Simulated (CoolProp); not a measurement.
Nitrous oxide along the isotherm -72.45 °C: fugacity coefficient from the reference equation and from simpler models built on Tc = 36.4 °C, pc = 7.245 MPa, ω = 0.161; each cubic takes its own stable root.

Model: reference Helmholtz-energy equation of state, Lemmon 2006, in CoolProp. It is a short technical equation, of lower accuracy than the large ones.

```
p (MPa)   phase  reference
-------  ------  ---------
0.158       gas     0.9705
0.255    liquid     0.9059
0.413    liquid     0.5613
0.667    liquid     0.3495
1.08     liquid     0.2179
1.74     liquid     0.1372
2.81     liquid    0.08702
4.54     liquid    0.05597
7.34     liquid    0.03683
11.9     liquid    0.02512
19.2     liquid    0.01826
```

Problem. How far does each simpler model (Redlich-Kwong, Soave-Redlich-Kwong) lie from the reference over these 11 states: mean and median of the absolute difference, and the worst?

Solution. 
- Redlich-Kwong: mean 27.6 %, median 32.1 %, worst +36.6 % at -72.45 °C and 19.2 MPa
- Soave-Redlich-Kwong: mean 1.3 %, median 0.9 %, worst +3.7 % at -72.45 °C and 19.2 MPa

At some of these states Redlich-Kwong gives the other phase, because its saturation line lies elsewhere.
